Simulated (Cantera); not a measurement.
A closed system holds: 1 mol Al, 3.6 mol HCl, 0.26 mol N2, equilibrated at 1098 K and 0.195 Torr.

Equilibrium computed with Cantera from the NASA thermochemical tables; the gas is ideal and each condensed phase is pure. Candidate condensed phases: Al, AlCl3, AlN, NH4Cl; 20 gas species. The tables' values for AlCl2 are old estimates; treat these amounts as uncertain. The numbers say what is thermodynamically allowed, not how fast it happens.

Base state: H2 0.446, AlCl3 0.297, HCl 0.179, N2 0.0774, AlCl2 0.000369, AlCl 2.88e-5 (mole fractions); condensed: gas only.

Problem. What changes in the equilibrium state with this change: temperature from 1098 K to 1225 K?

Solution. 
```
species    before    after
-------  --------  -------
H2          0.446    0.442
AlCl3       0.297    0.292
HCl         0.179    0.184
N2         0.0774   0.0771
AlCl      2.88e-5  0.00124
H         1.02e-6  1.29e-5
AlCl2    0.000369  0.00360
```
